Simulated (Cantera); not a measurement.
Feed: 1 mol SiCl4, 0.8 mol Cl2, 0.32 mol H2, equilibrated at 1148 K and 57000 Pa.

Cantera equilibrium calculation (NASA polynomials, part measured and part estimated; ideal gas, pure solids and liquids). Candidate condensed phases: Si; 19 gas species. Rates play no part.

Base state: SiCl4 0.471, HCl 0.302, Cl2 0.225, Cl 0.00169 (mole fractions); condensed: gas only.

What changes in the equilibrium state with this change: pressure from 57000 Pa to 101000 Pa?


```tsv
species	before	after
SiCl4	0.471	0.471
HCl	0.302	0.302
Cl2	0.225	0.226
Cl	0.00169	0.00126
```

What changes in the equilibrium state with this change: temperature from 1148 K to 1048.15 K?


| species | before | after |
|---|---|---|
| SiCl4 | 0.471 | 0.472 |
| HCl | 0.302 | 0.302 |
| Cl2 | 0.225 | 0.226 |
| Cl | 0.00169 | 0.000486 |
